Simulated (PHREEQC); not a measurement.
Brine: an equilibrium model

Solution (20 °C): 3.3 mol LiBr and 0.026 mol BaCl2 per kg of water. Closed to the air; pH follows from the charge balance.

Model: Pitzer model, pitzer.dat, run in PHREEQC.

| Item | Result |
|---|---|
| ionic strength | 3.38 mol/kgw |
| activity of water | 0.841 |
| density | 1.188 g/cm³ |
| osmotic coefficient | 1.444 |

| species | molality | activity | log γ |
|---|---|---|---|
| Br- | 3.30 | 2.15 | -0.185 |
| Li+ | 3.30 | 11.7 | 0.551 |
| Cl- | 0.0520 | 0.0294 | -0.247 |
| Ba+2 | 0.0260 | 0.0354 | 0.135 |
| OH- | 1.00e-7 | 1.24e-8 | -0.906 |
| H+ | 1.00e-7 | 4.64e-7 | 0.666 |

This is a speciation only: nothing precipitates in the calculation. Species that the database lacks are ignored.
